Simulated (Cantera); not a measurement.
A closed system holds: 1 mol Si, 3.2 mol HCl, 4.4 mol H2.

Points: T (K) = 675, 775, 875, 975, 1075, 1175, 1275, 1375, 1475; P (Pa) = 10000, 23000, 51000, 120000, 260000, 590000, 1.3e+06, 3e+06.

Cantera's Mixture.equilibrate('TP', solver="vcs", rtol=1e-11, max_steps=5000) on the NASA tables stopped like this:

```
ERROR: FAILURE its = 5001!

*******************************************************************************
CanteraError thrown by MultiPhase::equilibrate:
VCS solver failed. Return code: -1
*******************************************************************************
```

What got this run through?

Several could match; the one computed here: The failure is numerical, not chemical. The same input converged with solver="gibbs", rtol=1e-10, max_steps=50000, and the result passed a check of the equilibrium conditions:
```
    675      1e+04  Si(cr)
    775      1e+04  Si(cr)
    875      1e+04  Si(cr)
    975      1e+04  Si(cr)
   1075      1e+04  Si(cr)
   1175      1e+04  Si(cr)
   1275      1e+04  Si(cr)
   1375      1e+04  Si(cr)
   1475      1e+04  Si(cr)
    675    2.3e+04  Si(cr)
    775    2.3e+04  Si(cr)
    875    2.3e+04  Si(cr)
    975    2.3e+04  Si(cr)
   1075    2.3e+04  Si(cr)
   1175    2.3e+04  Si(cr)
   1275    2.3e+04  Si(cr)
   1375    2.3e+04  Si(cr)
   1475    2.3e+04  Si(cr)
    675    5.1e+04  Si(cr)
    775    5.1e+04  Si(cr)
    875    5.1e+04  Si(cr)
    975    5.1e+04  Si(cr)
   1075    5.1e+04  Si(cr)
   1175    5.1e+04  Si(cr)
   1275    5.1e+04  Si(cr)
   1375    5.1e+04  Si(cr)
   1475    5.1e+04  Si(cr)
    675    1.2e+05  Si(cr)
    775    1.2e+05  Si(cr)
    875    1.2e+05  Si(cr)
    975    1.2e+05  Si(cr)
   1075    1.2e+05  Si(cr)
   1175    1.2e+05  Si(cr)
   1275    1.2e+05  Si(cr)
   1375    1.2e+05  Si(cr)
   1475    1.2e+05  Si(cr)
    675    2.6e+05  Si(cr)
    775    2.6e+05  Si(cr)
    875    2.6e+05  Si(cr)
    975    2.6e+05  Si(cr)
   1075    2.6e+05  Si(cr)
   1175    2.6e+05  Si(cr)
   1275    2.6e+05  Si(cr)
   1375    2.6e+05  Si(cr)
   1475    2.6e+05  Si(cr)
    675    5.9e+05  Si(cr)
    775    5.9e+05  Si(cr)
    875    5.9e+05  Si(cr)
    975    5.9e+05  Si(cr)
   1075    5.9e+05  Si(cr)
   1175    5.9e+05  Si(cr)
   1275    5.9e+05  Si(cr)
   1375    5.9e+05  Si(cr)
   1475    5.9e+05  Si(cr)
    675    1.3e+06  Si(cr)
    775    1.3e+06  Si(cr)
    875    1.3e+06  Si(cr)
    975    1.3e+06  Si(cr)
   1075    1.3e+06  Si(cr)
   1175    1.3e+06  Si(cr)
   1275    1.3e+06  Si(cr)
   1375    1.3e+06  Si(cr)
   1475    1.3e+06  Si(cr)
    675      3e+06  Si(cr)
    775      3e+06  Si(cr)
    875      3e+06  Si(cr)
    975      3e+06  Si(cr)
   1075      3e+06  Si(cr)
   1175      3e+06  Si(cr)
   1275      3e+06  Si(cr)
   1375      3e+06  Si(cr)
   1475      3e+06  Si(cr)
```

The gas is ideal and each condensed phase is pure. The tables' values for SiCl3 are old estimates.
